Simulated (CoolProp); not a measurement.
A simple Rankine cycle with benzene: condensing at 310.15 K, boiler at 0.119 MPa, turbine inlet 373.5 K, turbine efficiency 0.7, pump efficiency 0.7, no recuperator. Each further row changes one setting.

Values from CoolProp's reference Helmholtz-energy equation of state, Thol 2012.

```
case                             thermal efficiency (%)  net work (kJ/kg)  heat in (kJ/kg)  turbine exit temperature (K)  volume ratio over the turbine
-------------------------------  ----------------------  ----------------  ---------------  ----------------------------  -----------------------------
as stated                                           8.7              43.2              499                         336.9                              …
turbine inlet 393.5 K                               8.7              45.9              527                             …                           5.13
condensing temperature 302.15 K                    10.0                 …              513                         329.8                              …
boiler pressure 0.0833 MPa                          7.0              34.9              500                         344.8                              …
turbine efficiency 0.6                                …                 …              499                             …                           5.19
```

**Question.** Complete the blanks.

**Answer.** 
- as stated, volume ratio over the turbine: 5.11
- turbine inlet 393.5 K, turbine exit temperature (K): 357.3
- condensing temperature 302.15 K, net work (kJ/kg): 51.3
- condensing temperature 302.15 K, volume ratio over the turbine: 7.09
- boiler pressure 0.0833 MPa, volume ratio over the turbine: 3.63
- turbine efficiency 0.6, thermal efficiency (%): 7.4
- turbine efficiency 0.6, net work (kJ/kg): 37.0
- turbine efficiency 0.6, turbine exit temperature (K): 341.9
